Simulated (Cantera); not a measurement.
Feed: 1 mol SiO2, 17 mol HF, 17 mol H2, equilibrated at 1648.15 K and 100 Torr.

Cantera equilibrium calculation (NASA polynomials, part measured and part estimated; ideal gas, pure solids and liquids). Candidate condensed phases: H2O, Si, SiO2; 38 gas species. The tables' values for SiF3 are old estimates; treat these amounts as uncertain. The tables hold silica as quartz up to 1696 K and as liquid above; real silica turns to tridymite and cristobalite and melts near 1996 K. Kinetics and transport are ignored.

Base state: H2 0.514, HF 0.401, H2O 0.0568, SiF4 0.0281, SiF3 0.000267, H 0.000175, SiHF3 4.65e-5 (mole fractions); condensed: SiO2(β-quartz).

**Question.** What changes in the equilibrium state with this change: temperature from 1648.15 K to 1550 K?

**Answer.** 
```json
[
 {"species": "H2", "before": "0.514", "after": "0.515"},
 {"species": "HF", "before": "0.401", "after": "0.394"},
 {"species": "H2O", "before": "0.0568", "after": "0.0606"},
 {"species": "SiF4", "before": "0.0281", "after": "0.0302"},
 {"species": "SiF3", "before": "0.000267", "after": "9.27e-5"},
 {"species": "H", "before": "0.000175", "after": "6.19e-5"},
 {"species": "SiHF3", "before": "4.65e-5", "after": "2.74e-5"},
 {"species": "SiO2(β-quartz), mol", "before": "0.0608", "after": "0"}
]
```

**Question.** What changes in the equilibrium state with this change: temperature from 1648.15 K to 925 K?

**Answer.** 
```json
[
 {"species": "H2", "before": "0.514", "after": "0.515"},
 {"species": "HF", "before": "0.401", "after": "0.394"},
 {"species": "H2O", "before": "0.0568", "after": "0.0606"},
 {"species": "SiF4", "before": "0.0281", "after": "0.0303"},
 {"species": "SiF3", "before": "0.000267", "after": "<1e-9"},
 {"species": "H", "before": "0.000175", "after": "<1e-9"},
 {"species": "SiHF3", "before": "4.65e-5", "after": "2.26e-8"},
 {"species": "SiO2(β-quartz), mol", "before": "0.0608", "after": "0"}
]
```

**Question.** What changes in the equilibrium state with this change: temperature from 1648.15 K to 1275 K?

**Answer.** 
| species | before | after |
|---|---|---|
| H2 | 0.514 | 0.515 |
| HF | 0.401 | 0.394 |
| H2O | 0.0568 | 0.0606 |
| SiF4 | 0.0281 | 0.0303 |
| SiF3 | 0.000267 | 1.42e-6 |
| H | 0.000175 | 1.45e-6 |
| SiHF3 | 4.65e-5 | 2.89e-6 |
| SiO2(β-quartz), mol | 0.0608 | 0 |
